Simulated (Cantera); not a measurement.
An adiabatic, constant-volume homogeneous reactor starts with 13.8 % H2, 13.8 % O2, 51.8 % N2, 20.7 % H2O, at 1650 K and 1.01 bar.

Model: the H2/O2 subset of GRI-Mech 3.0, which has no nitrogen chemistry, integrated in Cantera.

**Question.** Predict: time of steepest temperature rise; temperature at 7.00 s; equilibrium temperature; x(H2) at 7.00 s; x(O2) at 7.00 s; x(H2O) at 7.00 s; x(HO2) at 7.00 s; x(OH) at 7.00 s; x(H) at 7.00 s; x(O) at 7.00 s.

**Answer.** 
* **time of steepest temperature rise**: 12.0 µs
* **temperature at 7.00 s**: 2523 K
* **equilibrium temperature**: 2523 K
* **x(H2) at 7.00 s**: 0.00723 (gas-phase equilibrium 0.00723)
* **x(O2) at 7.00 s**: 0.0704 (gas-phase equilibrium 0.0704)
* **x(H2O) at 7.00 s**: 0.347 (gas-phase equilibrium 0.347)
* **x(HO2) at 7.00 s**: 1.37e-5 (gas-phase equilibrium 1.37e-5)
* **x(OH) at 7.00 s**: 0.0201 (gas-phase equilibrium 0.0201)
* **x(H) at 7.00 s**: 0.00197 (gas-phase equilibrium 0.00197)
* **x(O) at 7.00 s**: 0.00357 (gas-phase equilibrium 0.00357)
